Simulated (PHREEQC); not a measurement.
A solution holds 0.0015 mol CaCl2, 0.00031 mol Na2HPO4 and 0.00041 mol NaCl per kg of water, at 25 °C. Closed to the air; pH follows from the charge balance.

Equilibrium calculation in PHREEQC: ion-association model, phreeqc.dat.

Precipitation was switched off in this run.

Q: Order these Ca species by the share of Ca that they hold, largest first: CaPO4-, Ca+2, CaHPO4.

A: Ca+2 (93 %), CaHPO4 (5.2 %), CaPO4- (1.4 %)

The pH is 8.03 and the ionic strength 0.00542 mol/kgw. The solution is supersaturated, for example in Hydroxyapatite, so a real one may precipitate; this is no full list. Species that the database lacks are ignored.
